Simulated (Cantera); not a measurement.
# Ignition delay

Mixture: 6.98 % C3H8, 16.6 % O2, 62.5 % N2, 14.0 % H2O, at 101000 Pa, adiabatic and at constant volume. Ignition delay is the time to a rise of 400 K.

Detailed kinetics in Cantera: GRI-Mech 3.0 (53 species, 325 reactions). GRI-Mech 3.0 was tuned for natural gas; its chemistry of propane as a main component is partial and can be far from experiment.

| T0 (K) | delay (ms) |
|---|---|
| 1175 | 12.5 |
| 1225 | 4.60 |
| 1275 | 1.87 |
| 1325 | 0.840 |
| 1375 | 0.412 |
| 1425 | 0.220 |
| 1475 | 0.127 |
| 1525 | 0.0783 |
| 1575 | 0.0515 |
| 1625 | 0.0358 |

- apparent activation energy between 1525 and 1625 K: 160 kJ/mol
